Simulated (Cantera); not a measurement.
Input (Python, Cantera) and output of one run.

```python
import numpy as np
import cantera as ct

gas_names = """
    AL ALN AL2 N N2
""".split()
cond_names = """
    AL(cr) AL(L) ALN(s)
""".split()


# ... load() reads the species with a 1 bar reference pressure and builds the phases ...
atoms = {
    'AlN': {'AL': 1, 'N': 1},
    'N2': {'N': 2},
}
top_T = {'ALN(s)': 2750}  # K; cautious upper limits of use, not melting points


# ... equilibrate(T, P, feed) seeds the gas with the atoms and calls Mixture.equilibrate('TP', solver="vcs", rtol=1e-11, max_steps=5000) ...
results = []
feed = {'AlN': 1, 'N2': 0.039}  # mol
T = 2148.15  # K
P = 1333.22  # Pa
mix = equilibrate(T, P, feed)
results.append((T, P, feed, dict(zip(mix.species_names, mix.species_moles))))
x = sorted(zip(gas.X, gas.species_names), reverse=True)
print(f"T = {T:g} K  P = {P:g} Pa  gas = {mix.phase_moles(0):.4g} mol")
print("   x: " + "  ".join(f"{s} {v:.3e}" for v, s in x if v > 0.001))
print("   condensed (mol): " + ("  ".join(f"{mix.phase(i).name} {mix.phase_moles(i):.4g}"
      for i in range(1, mix.n_phases) if mix.phase_moles(i) > 1e-12) or "none"))
```

Output:

```
T = 2148.15 K  P = 1333.22 Pa  gas = 0.05616 mol
   x: N2 7.963e-01  AL 2.036e-01
   condensed (mol): ALN(s) 0.9886
```

These are equilibrium values from Cantera (NASA tables, ideal gas, pure condensed phases), not measurements of a reactor.
